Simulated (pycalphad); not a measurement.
Computed with pycalphad from the COST 507 light-alloy database (1999), at 1 atm. These are 1990s assessments: newer ones move some temperatures and phases. Amounts are mole fractions of atoms.

Problem. Give the equilibrium state of Ti-2.34B (at.%) at 1150 K.

Solution. hcp, fraction 0.956, with 0.16 B at.%; BM, fraction 0.044, with 50.0 B at.%.

Problem. Give the equilibrium state of Ti-2.34B (at.%) at 1450 K.

Solution. bcc, fraction 0.957, with 0.17 B at.%; BM, fraction 0.043, with 50.0 B at.%.

Database names, with the compositions (at.%) that they take in these runs: BM: Ti 50 B 50.
